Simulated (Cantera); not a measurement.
Charge: 1 mol N2O, 0.0035 mol SO2, 2.2 mol O2, equilibrated at 0.000350 bar.

These are equilibrium values from Cantera (NASA tables, ideal gas, pure condensed phases), not measurements of a reactor. Candidate condensed phases: S; 17 gas species. Kinetics and transport are ignored.

x: gas mole fraction; nothing condenses.

```json
[
 {"T (K)": "2123", "x O": "0.0709", "x O2": "0.662", "x N2": "0.255", "x NO": "0.0106", "x SO2": "0.000887"},
 {"T (K)": "2223", "x O": "0.130", "x O2": "0.610", "x N2": "0.246", "x NO": "0.0127", "x SO2": "0.000830"},
 {"T (K)": "2323", "x O": "0.221", "x O2": "0.531", "x N2": "0.233", "x NO": "0.0142", "x SO2": "?"},
 {"T (K)": "2423", "x O": "0.342", "x O2": "0.426", "x N2": "0.216", "x NO": "0.0149", "x SO2": "?"},
 {"T (K)": "2523", "x O": "0.480", "x O2": "0.307", "x N2": "0.198", "x NO": "0.0145", "x SO2": "?"},
 {"T (K)": "2623", "x O": "0.610", "x O2": "0.195", "x N2": "0.181", "x NO": "0.0131", "x SO2": "?"},
 {"T (K)": "2723", "x O": "0.708", "x O2": "0.111", "x N2": "0.169", "x NO": "0.0111", "x SO2": "?"},
 {"T (K)": "2823", "x O": "0.770", "x O2": "0.0588", "x N2": "0.161", "x NO": "0.00909", "x SO2": "?"},
 {"T (K)": "2923", "x O": "0.804", "x O2": "0.0303", "x N2": "0.158", "x NO": "0.00737", "x SO2": "?"},
 {"T (K)": "3023", "x O": "0.822", "x O2": "0.0158", "x N2": "0.156", "x NO": "0.00598", "x SO2": "?"}
]
```

Task: Complete the blanks.

Result: 
- 2323, x SO2: 0.000737
- 2423, x SO2: 0.000598
- 2523, x SO2: 0.000421
- 2623, x SO2: 0.000239
- 2723, x SO2: 0.000103
- 2823, x SO2: 3.48e-5
- 2923, x SO2: 9.99e-6
- 3023, x SO2: 2.69e-6
